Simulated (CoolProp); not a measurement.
Vapour-liquid equilibrium of methanol (1) + hexamethyldisiloxane (MM) (2) at 238 kPa; x and y are mole fractions of (1).

The numbers come from the multi-fluid Helmholtz-energy mixture model, de Reuck 1993 and Thol 2016; pair parameters Bell 2016 in CoolProp.

```csv
x,"bubble temperature, mixture model (K)","bubble temperature, Raoult's law (K)","y, mixture model","y, Raoult's law"
0.05,396.9,400.8,0.217,0.166
0.2,378.7,389.0,0.567,0.479
0.35,369.7,380.9,0.707,0.660
0.5,365.5,374.7,0.772,0.781
0.65,363.4,369.8,0.814,0.867
0.8,362.1,365.6,0.862,0.933
0.95,361.2,362.1,0.955,0.985
```

The largest gap from Raoult's law is -11.2 K in bubble temperature, at x = 0.35. No azeotrope shows between x = 0.05 and 0.95.

The pair parameters rest on a limited set of measurements; away from them the model extrapolates.
